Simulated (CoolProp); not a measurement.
Vapour-liquid equilibrium of ethane (1) + C2F6 (R116) (2) at 213.3 K; x and y are mole fractions of (1).

The numbers come from the multi-fluid Helmholtz-energy mixture model, Bücker 2006 and Lemmon 2006; pair parameters Bell 2016 in CoolProp.

```json
[
 {"x": "0.05", "bubble pressure (kPa)": "285.1", "y at the bubble point": "0.169", "dew pressure at overall composition x (kPa)": "256.1", "liquid density (mol/L)": "11.17"},
 {"x": "0.125", "bubble pressure (kPa)": "338.8", "y at the bubble point": "0.341", "dew pressure at overall composition x (kPa)": "273.7", "liquid density (mol/L)": "11.42"},
 {"x": "0.2", "bubble pressure (kPa)": "382.9", "y at the bubble point": "0.451", "dew pressure at overall composition x (kPa)": "293.7", "liquid density (mol/L)": "11.67"},
 {"x": "0.275", "bubble pressure (kPa)": "416.0", "y at the bubble point": "0.524", "dew pressure at overall composition x (kPa)": "316.4", "liquid density (mol/L)": "…"},
 {"x": "0.35", "bubble pressure (kPa)": "439.0", "y at the bubble point": "0.573", "dew pressure at overall composition x (kPa)": "342.3", "liquid density (mol/L)": "12.25"},
 {"x": "0.425", "bubble pressure (kPa)": "…", "y at the bubble point": "0.608", "dew pressure at overall composition x (kPa)": "371.9", "liquid density (mol/L)": "12.58"},
 {"x": "0.5", "bubble pressure (kPa)": "462.9", "y at the bubble point": "0.633", "dew pressure at overall composition x (kPa)": "405.0", "liquid density (mol/L)": "12.95"},
 {"x": "0.575", "bubble pressure (kPa)": "467.8", "y at the bubble point": "0.654", "dew pressure at overall composition x (kPa)": "439.9", "liquid density (mol/L)": "13.36"},
 {"x": "0.65", "bubble pressure (kPa)": "470.0", "y at the bubble point": "0.672", "dew pressure at overall composition x (kPa)": "467.1", "liquid density (mol/L)": "13.83"},
 {"x": "0.725", "bubble pressure (kPa)": "469.7", "y at the bubble point": "0.693", "dew pressure at overall composition x (kPa)": "464.9", "liquid density (mol/L)": "14.35"},
 {"x": "0.8", "bubble pressure (kPa)": "465.3", "y at the bubble point": "0.723", "dew pressure at overall composition x (kPa)": "444.5", "liquid density (mol/L)": "…"},
 {"x": "0.875", "bubble pressure (kPa)": "452.5", "y at the bubble point": "0.774", "dew pressure at overall composition x (kPa)": "420.4", "liquid density (mol/L)": "15.58"},
 {"x": "0.95", "bubble pressure (kPa)": "421.2", "y at the bubble point": "0.873", "dew pressure at overall composition x (kPa)": "396.3", "liquid density (mol/L)": "16.30"}
]
```

**Question.** What belongs in the gaps?

**Answer.** 
- 0.275, liquid density (mol/L): 11.95
- 0.425, bubble pressure (kPa): 454.0
- 0.8, liquid density (mol/L): 14.93

y crosses x between x = 0.65 and 0.725: the model has an azeotrope there.

The pair parameters rest on a limited set of measurements; away from them the model extrapolates.
